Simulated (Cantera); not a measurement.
A closed system holds: 1 mol n-butane, 0.056 mol H2O, equilibrated at 2250 K and 0.100 bar.

Cantera equilibrium calculation (NASA polynomials, part measured and part estimated; ideal gas, pure solids and liquids). Candidate condensed phases: C, C6H6, C7H8, C8H18, H2O; 110 gas species. The numbers say what is thermodynamically allowed, not how fast it happens.

Base state: H2 0.963, H 0.0230, CO 0.0108, C2H2 (acetylene) 0.00322, CH4 2.19e-5 (mole fractions); condensed: C(graphite).

Task: What changes in the equilibrium state with this change: H2O from 0.056 to 0.46 mol?

Result: 
| species | before | after |
|---|---|---|
| H2 | 0.963 | 0.898 |
| CO | 0.0108 | 0.0768 |
| H | 0.0230 | 0.0223 |
| CH4 | 2.19e-5 | 1.91e-5 |
| C2H2 (acetylene) | 0.00322 | 0.00301 |
| C(graphite), mol | 3.91 | 3.50 |

Task: What changes in the equilibrium state with this change: temperature from 2250 K to 2025 K?

Result: 
```
species            before     after
----------------  -------  --------
H2                  0.963     0.982
CO                 0.0108    0.0109
H                  0.0230   0.00603
C2H2 (acetylene)  0.00322  0.000889
CH4               2.19e-5   3.83e-5
C(graphite), mol     3.91      3.93
```
